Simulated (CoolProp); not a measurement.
n-perfluoropentane along the isotherm 177.45 °C: Z from the reference equation and from simpler models built on Tc = 147.9 °C, pc = 2063 kPa, ω = 0.436; each cubic takes its own stable root.

Values from CoolProp's reference Helmholtz-energy equation of state, Gao 2022.

| p (kPa) | phase | reference | van der Waals | Peng-Robinson |
|---|---|---|---|---|
| 309 | gas | 0.9592 | 0.9611 | ___ |
| 619 | gas | 0.9159 | 0.9194 | 0.9071 |
| 928 | gas | 0.8700 | 0.8745 | ___ |
| 1240 | gas | 0.8203 | 0.8246 | 0.8063 |
| 1550 | gas | 0.7672 | 0.7690 | ___ |
| 1860 | gas | 0.7098 | 0.7044 | 0.6948 |
| 2170 | supercritical | 0.6474 | 0.6247 | 0.6336 |
| 2480 | supercritical | 0.5794 | 0.5154 | 0.5688 |
| 2780 | supercritical | 0.5084 | 0.4151 | 0.5055 |
| 3090 | supercritical | 0.4365 | 0.3982 | ___ |

Problem. Some entries are withheld; supply them.

Solution. 
- 309, Peng-Robinson: 0.9544
- 928, Peng-Robinson: 0.8581
- 1550, Peng-Robinson: 0.7522
- 3090, Peng-Robinson: 0.4503
